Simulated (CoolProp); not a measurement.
Vapour-liquid equilibrium of carbon dioxide (1) + R143a (2) at 0.758 MPa; x and y are mole fractions of (1).

Values from CoolProp's multi-fluid Helmholtz-energy mixture model, Span 1996 and Lemmon and Jacobsen 2000; pair parameters Bell 2016.

```tsv
x	bubble temperature, mixture model (°C)	bubble temperature, Raoult's law (°C)	y, mixture model	y, Raoult's law
0.05	1.4	-0.2	0.165	0.229
0.2	-13.8	-15.1	0.550	0.603
0.35	-25.6	-25.0	0.757	0.776
0.5	-33.7	-32.3	0.859	0.871
0.65	-39.1	-37.9	0.915	0.929
0.8	-43.0	-42.5	0.954	0.967
0.95	-46.3	-46.3	0.988	0.993
```

The largest gap from Raoult's law is +1.6 K in bubble temperature, at x = 0.05. No azeotrope shows between x = 0.05 and 0.95.

Pair parameters are fitted to limited data, so mixtures are less certain than the pure fluids. The gap from Raoult's law changes sign with composition, which may be real or a fault of the pair parameters; it wasn't checked against measurements.
